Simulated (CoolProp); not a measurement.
Vapour-liquid equilibrium of nitrogen (1) + methane (2) at 109.4 K; x and y are mole fractions of (1).

Computed with CoolProp (multi-fluid Helmholtz-energy mixture model, Span 2000 and Setzmann 1991; pair parameters Kunz 2012).

Task: Give the bubble pressure and the first vapour's composition at x = 0.2, 0.35, 0.65. Is there an azeotrope?

Result: x = 0.2: 0.4555 MPa, y = 0.825; x = 0.35: 0.6547 MPa, y = 0.886; x = 0.65: 0.9738 MPa, y = 0.941. No azeotrope shows between x = 0.05 and 0.95.

Pair parameters are fitted to limited data, so mixtures are less certain than the pure fluids. The gap from Raoult's law changes sign with composition, which may be real or a fault of the pair parameters; it wasn't checked against measurements.
